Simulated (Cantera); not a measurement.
**Equilibrium for fluorocarbon and chlorocarbon gases: C₂F₆ + CH₄**

A closed system holds: 1 mol C₂F₆, 0.12 mol CH₄, equilibrated at 13.3 mbar.

Equilibrium computed with Cantera from the NASA thermochemical tables; the gas is ideal and each condensed phase is pure. Candidate condensed phases: C, C₆H₆, C₇H₈, C₈H₁₈; 95 gas species. The feed counts by its element totals alone. Gases not in the tables: C₂F₆ and larger saturated fluorocarbons. The numbers say what is thermodynamically allowed, not how fast it happens.

```csv
T (K),x CF₄,x HF,x CF₂,x F,x CF₃,x CF,x C₂F₄,x CHF₃,n C(graphite)
900,0.742,0.258,9.19e-11,2.14e-12,3.76e-10,<1e-12,<1e-12,1.16e-7,0.740
1000,0.742,0.258,4.03e-9,1.46e-10,7.99e-9,<1e-12,<1e-12,2.04e-7,0.740
1100,0.742,0.258,8.85e-8,4.61e-9,9.70e-8,<1e-12,5.34e-12,3.24e-7,0.740
1200,0.742,0.258,1.15e-6,8.22e-8,7.74e-7,<1e-12,6.67e-11,4.78e-7,0.740
1300,0.742,0.258,1.01e-5,9.41e-7,4.48e-6,1.92e-11,5.65e-10,6.65e-7,0.740
1400,0.742,0.258,6.42e-5,7.61e-6,2.01e-5,4.77e-10,3.53e-9,8.83e-7,0.740
1500,0.742,0.258,0.000319,4.67e-5,7.38e-5,7.69e-9,1.72e-8,1.13e-6,0.740
1600,0.740,0.258,0.00129,0.000228,0.000229,8.72e-8,6.89e-8,1.40e-6,0.739
1700,0.737,0.257,0.00440,0.000924,0.000621,7.40e-7,2.33e-7,1.69e-6,0.736
1800,0.727,0.256,0.0130,0.00320,0.00149,4.92e-6,6.83e-7,1.99e-6,0.729
1900,0.702,0.252,0.0338,0.00966,0.00321,2.66e-5,1.75e-6,2.25e-6,0.711
2000,0.648,0.243,0.0777,0.0258,0.00617,0.000120,3.87e-6,2.40e-6,0.673
```
x: gas mole fraction; n: condensed amount in mol.

From 900 K to 2000 K the condensed part is C(graphite). The main C-bearing gas is CF₄ throughout.
